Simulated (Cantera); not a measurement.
A Cantera script and its output.

```python
import numpy as np
import cantera as ct

gas = ct.Solution("h2o2.yaml")
gas.TPX = 1423, 3400, {'H2': 0.28, 'O2': 1}
reactor = ct.IdealGasConstPressureReactor(gas, energy="off", clone=False)
net = ct.ReactorNet([reactor])
net.rtol, net.atol = 1e-08, 1e-18
show = ['H2', 'O2', 'HO2', 'H2O2', 'OH', 'H2O']
times = np.geomspace(4e-05, 2, 10)

steps = ct.SolutionArray(gas, extra=["t"])
rows = []
print(f"{'t/s':>10s}{'T/K':>9s}{'P/Pa':>11s}" + "".join(f"{s:>11s}" for s in show))
for t in times:
    while net.time < t:
        t_next = net.step()
        steps.append(gas.state, t=t_next)
    rows.append([np.interp(t, steps.t, y) for y in (steps.T, steps.P, *steps(*show).X.T)])
    print(f"{t:10.3e}{rows[-1][0]:9.1f}{rows[-1][1]:11.4g}" + "".join(f"{x:11.3e}" for x in rows[-1][2:]))
rate = np.gradient(steps.T, steps.t)
print("integrator steps:", len(steps.t))
if steps.T.max() > steps.T[0] + 200:
    print(f"time of steepest temperature rise: {steps.t[rate.argmax()]:.4e} s")
gas.TPX = 1423, 3400, {'H2': 0.28, 'O2': 1}
gas.equilibrate("TP")
print(f"equilibrium (TP): T = {gas.T:.1f} K  " + "  ".join(f"{s} {gas[s].X[0]:.3e}" for s in show))
```

Result:

```
       t/s      T/K       P/Pa         H2         O2        HO2       H2O2         OH        H2O
 4.000e-05   1423.0       3400  2.187e-01  7.812e-01  5.584e-07  2.550e-09  9.655e-07  2.444e-06
 1.331e-04   1423.0       3400  2.135e-01  7.782e-01  4.409e-06  3.242e-08  1.161e-03  3.587e-03
 4.429e-04   1423.0       3400  1.158e-02  6.487e-01  1.378e-05  5.189e-07  1.949e-02  1.697e-01
 1.474e-03   1423.0       3400  9.264e-03  6.761e-01  1.458e-05  5.545e-07  1.778e-02  1.904e-01
 4.903e-03   1423.0       3400  3.887e-03  7.241e-01  1.346e-05  4.973e-07  1.187e-02  2.251e-01
 1.632e-02   1423.0       3400  5.156e-04  7.495e-01  5.256e-06  2.180e-07  4.381e-03  2.419e-01
 5.429e-02   1423.0       3400  5.315e-05  7.535e-01  9.265e-07  6.387e-08  1.416e-03  2.447e-01
 1.806e-01   1423.0       3400  8.014e-06  7.541e-01  2.289e-07  1.902e-08  5.526e-04  2.453e-01
 6.011e-01   1423.0       3400  1.844e-06  7.543e-01  1.685e-07  7.125e-09  2.658e-04  2.455e-01
 2.000e+00   1423.0       3400  1.005e-06  7.543e-01  1.899e-07  5.151e-09  1.963e-04  2.455e-01
integrator steps: 1801
equilibrium (TP): T = 1423.0 K  H2 9.865e-07  O2 7.543e-01  HO2 1.909e-07  H2O2 5.108e-09  OH 1.945e-04  H2O 2.455e-01
```

Cantera simulation using the H2/O2 subset of GRI-Mech 3.0, which has no nitrogen chemistry; the numbers are that mechanism's predictions, not measurements. Radical loss at walls, strong at low pressure, is not modelled. The temperature is held fixed by assumption; the heat of reaction is taken as removed at once.
